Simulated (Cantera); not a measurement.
Mixture: CH₄ : O₂ : N₂ = 1 : 2.08 : 7.83 (molar parts), equivalence ratio 0.96, at 1.00 bar, adiabatic and at constant volume. Ignition delay is the time to a rise of 400 K.

Model: GRI-Mech 3.0 (53 species, 325 reactions), integrated in Cantera.

Problem. Predict: delay at 1300 K; delay at 1450 K; delay at 1600 K; delay at 1750 K; apparent activation energy between 1675 and 1825 K.

Solution. 
```
Quantity                                                Result
--------------------------------------------------  ----------
delay at 1300 K                                        11.0 ms
delay at 1450 K                                        1.84 ms
delay at 1600 K                                       0.438 ms
delay at 1750 K                                       0.143 ms
apparent activation energy between 1675 and 1825 K  170 kJ/mol
```
